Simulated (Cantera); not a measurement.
Source: NASA polynomial tables (part measured, part estimated), evaluated in Cantera. Values are per mole of reaction as written; species without (g) are pure solids or liquids, kept so even where they would boil at 1 bar. VN: taken at fixed stoichiometry.

Q: Between 300 and 1548 K, where is each reaction favourable under standard conditions?
- V₂O₄ + NO₂(g) → V₂O₅ + NO(g)
- 4 V + 2 N₂O(g) → 4 VN + O₂(g)

A: 
- V₂O₄ + NO₂(g) → V₂O₅ + NO(g): ΔG° is -66 kJ at 300 K and -79 kJ at 1548 K; it stays negative (K > 1). ΔH° is -5 kJ and ΔS° 48 J/K at 1548 K.
- 4 V + 2 N₂O(g) → 4 VN + O₂(g): ΔG° is -971 kJ at 300 K and -739 kJ at 1548 K; it stays negative (K > 1). ΔH° is -1011 kJ and ΔS° -175 J/K at 1548 K.
